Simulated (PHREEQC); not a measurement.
A column of 0.2 m (40 cells, dispersivity 0.007 m, 300 s a shift, diffusion coefficient 3e-10 m²/s) holds 0.017 eq of the database's cation exchanger X per kg of pore water, first in equilibrium with 8 mmol/kgw MgSO4, 1.3 mmol/kgw KCl and 0.01 mmol/kgw HCl. It is flushed with 40 mmol/kgw NaCl, 0.59 mmol/kgw KBr, 0.92 mmol/kgw CuCl2 and 0.01 mmol/kgw HCl, at 25 °C. Values are for the last cell. The system is closed to CO2. Nothing may precipitate in this run.

The numbers come from PHREEQC with the ion-association model, phreeqc.dat.

| pore volumes | Na in solution (mol/kgw) | Br in solution (mol/kgw) | Cu in solution (mol/kgw) | S in solution (mol/kgw) | Cl in solution (mol/kgw) | NaX on the exchanger (mol/kgw) |
|---|---|---|---|---|---|---|
| 0 | 0 | 0 | 0 | 0.00800 | 0.00131 | 0 |
| 0.4125 | 3.21e-6 | 2.08e-7 | 3.46e-13 | 0.00800 | 0.00132 | 3.51e-7 |
| 0.8125 | 0.00595 | 0.000150 | 3.14e-7 | 0.00596 | 0.0116 | 0.000601 |
| 1.113 | 0.0211 | 0.000416 | 4.48e-6 | 0.00237 | 0.0299 | 0.00216 |
| 1.512 | 0.0334 | 0.000564 | 1.39e-5 | 0.000347 | 0.0401 | 0.00410 |
| 1.913 | 0.0373 | 0.000588 | 2.32e-5 | 3.39e-5 | 0.0417 | 0.00543 |
| 2.212 | 0.0384 | 0.000590 | 3.20e-5 | 5.13e-6 | 0.0418 | 0.00612 |
| 2.612 | 0.0391 | 0.000590 | 4.88e-5 | 3.72e-7 | 0.0418 | 0.00676 |
| 3.013 | 0.0395 | 0.000590 | 7.45e-5 | 2.49e-8 | 0.0418 | 0.00719 |
